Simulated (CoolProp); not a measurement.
Ammonia at 293.15 K and 1.7 MPa is throttled through a valve to 1.06 MPa with no heat exchange. Each further row changes one setting.

The numbers come from the reference Helmholtz-energy equation of state, Gao 2020 in CoolProp.

| case | temperature change (K) | final phase | final density (kg/m³) |
|---|---|---|---|
| as stated | +0.1 | liquid | 610 |
| outlet pressure 0.318 MPa | -27.8 | two-phase, vapour fraction 0.101 | 25.0 |
| outlet pressure 1.38 MPa | +0.0 | liquid | 611 |
